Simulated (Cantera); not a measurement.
# Diamond growth

A diamond (100) surface in a fixed gas of H2 with x(CH4) = 0.016, x(H) = 0.012, x(CH3) = 4.5e-05, 0.0480 bar; coverages are run to steady state.

Model: the Harris–Goodwin 1993 mechanism for the reconstructed diamond (100) surface, integrated in Cantera.

| T (K) | growth (µm/h) | θ c6HH | θ c6H* | θ c6*H | θ c6** | θ c6HM |
|---|---|---|---|---|---|---|
| 900 | 0.676 | 0.689 | 0.0105 | 0.292 | 0.00439 | 0.00316 |
| 975 | 1.01 | 0.618 | 0.0162 | 0.355 | 0.00813 | 0.00225 |
| 1050 | 1.35 | 0.551 | 0.0230 | 0.410 | 0.0136 | 0.00159 |
| 1125 | 1.49 | 0.492 | 0.0305 | 0.455 | 0.0211 | 0.000991 |
| 1200 | 1.18 | 0.439 | 0.0385 | 0.491 | 0.0304 | 0.000451 |
| 1275 | 0.759 | 0.393 | 0.0466 | 0.518 | 0.0416 | 0.000145 |
| 1350 | 0.591 | 0.354 | 0.0546 | 0.537 | 0.0542 | 3.97e-5 |
θ: site fractions in the mechanism's names (c6HH fully hydrogenated, c6H* and c6*H radical sites, c6** diradical, c6HM methylated).
